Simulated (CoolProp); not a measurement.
Properties of 1,2-dichloroethane along the isobar 0.101 MPa.

Values from CoolProp's reference Helmholtz-energy equation of state, Thol 2015.

```json
[
 {"T (K)": "345.9", "phase": "liquid", "Z": "0.002961", "cp (kJ/(kg K))": "1.351", "speed of sound (m/s)": "1008", "expansivity (1/kK)": "1.335", "fugacity coefficient": "0.6921"},
 {"T (K)": "359.9", "phase": "gas", "Z": "0.9713", "cp (kJ/(kg K))": "0.9011", "speed of sound (m/s)": "178.5", "expansivity (1/kK)": "3.046", "fugacity coefficient": "0.9721"},
 {"T (K)": "373.9", "phase": "gas", "Z": "0.9746", "cp (kJ/(kg K))": "0.9133", "speed of sound (m/s)": "182.3", "expansivity (1/kK)": "2.901", "fugacity coefficient": "0.9753"},
 {"T (K)": "388", "phase": "gas", "Z": "0.9775", "cp (kJ/(kg K))": "?", "speed of sound (m/s)": "186.0", "expansivity (1/kK)": "2.770", "fugacity coefficient": "0.9780"},
 {"T (K)": "402", "phase": "gas", "Z": "0.9799", "cp (kJ/(kg K))": "?", "speed of sound (m/s)": "189.5", "expansivity (1/kK)": "2.653", "fugacity coefficient": "0.9803"},
 {"T (K)": "416", "phase": "gas", "Z": "0.9821", "cp (kJ/(kg K))": "0.9544", "speed of sound (m/s)": "193.0", "expansivity (1/kK)": "2.546", "fugacity coefficient": "0.9824"},
 {"T (K)": "430", "phase": "gas", "Z": "0.9839", "cp (kJ/(kg K))": "0.9690", "speed of sound (m/s)": "196.3", "expansivity (1/kK)": "2.449", "fugacity coefficient": "0.9841"},
 {"T (K)": "444", "phase": "gas", "Z": "0.9855", "cp (kJ/(kg K))": "0.9839", "speed of sound (m/s)": "199.6", "expansivity (1/kK)": "2.360", "fugacity coefficient": "0.9857"},
 {"T (K)": "458", "phase": "gas", "Z": "0.9869", "cp (kJ/(kg K))": "0.9989", "speed of sound (m/s)": "202.8", "expansivity (1/kK)": "2.278", "fugacity coefficient": "0.9870"},
 {"T (K)": "472", "phase": "gas", "Z": "0.9881", "cp (kJ/(kg K))": "1.014", "speed of sound (m/s)": "?", "expansivity (1/kK)": "2.202", "fugacity coefficient": "0.9882"},
 {"T (K)": "486", "phase": "gas", "Z": "0.9892", "cp (kJ/(kg K))": "1.029", "speed of sound (m/s)": "209.0", "expansivity (1/kK)": "2.131", "fugacity coefficient": "0.9893"},
 {"T (K)": "500", "phase": "gas", "Z": "0.9901", "cp (kJ/(kg K))": "?", "speed of sound (m/s)": "212.0", "expansivity (1/kK)": "2.065", "fugacity coefficient": "0.9902"}
]
```

**Question.** What belongs in the gaps?

**Answer.** 
- 388, cp (kJ/(kg K)): 0.9265
- 402, cp (kJ/(kg K)): 0.9402
- 472, speed of sound (m/s): 206.0
- 500, cp (kJ/(kg K)): 1.044
